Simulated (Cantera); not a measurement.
Gas activation for diamond growth

An isothermal, constant-pressure homogeneous reactor starts with CH₄ : H₂ = 0.0056 : 0.49 (molar parts), at 2075 K and 0.0280 bar.

Cantera simulation using GRI-Mech 3.0 (53 species, 325 reactions); the numbers are that mechanism's predictions, not measurements. GRI-Mech 3.0 stops at C3 and has no aromatics, soot or wall deposition, so with more carbon than oxygen in the feed, carbon stays in small species such as C2H2 where larger ones or solid carbon would form. Radical loss at walls, strong at low pressure, is not modelled.

```tsv
t (s)	x CH₄	x H₂	x CH₃	x H	x C₂H₆
0.000300	0.0112	0.988	6.89e-5	0.000293	3.91e-9
0.000663	0.0111	0.988	0.000147	0.000650	1.79e-8
0.00147	0.0110	0.987	0.000313	0.00143	7.25e-8
0.00324	0.0105	0.986	0.000642	0.00308	2.31e-7
0.00716	0.00911	0.983	0.00109	0.00604	4.35e-7
0.0158	0.00576	0.982	0.00103	0.00906	2.77e-7
0.0350	0.00242	0.982	0.000529	0.0110	5.98e-8
0.0772	0.000830	0.981	0.000209	0.0127	8.09e-9
0.171	0.000280	0.980	7.80e-5	0.0140	1.01e-9
0.377	0.000100	0.979	3.01e-5	0.0151	1.40e-10
0.834	4.11e-5	0.979	1.28e-5	0.0157	2.53e-11
1.84	2.31e-5	0.979	7.30e-6	0.0159	8.90e-12
4.07	2.00e-5	0.979	6.31e-6	0.0159	6.95e-12
9.00	1.99e-5	0.979	6.28e-6	0.0159	6.89e-12
```
x: mole fraction; the columns are a selection and need not sum to one.

Equilibrium at this temperature and pressure: CH₄ 2.00e-5, H₂ 0.979, CH₃ 6.30e-6, H 0.0159, C₂H₆ 6.92e-12 (gas phase only).
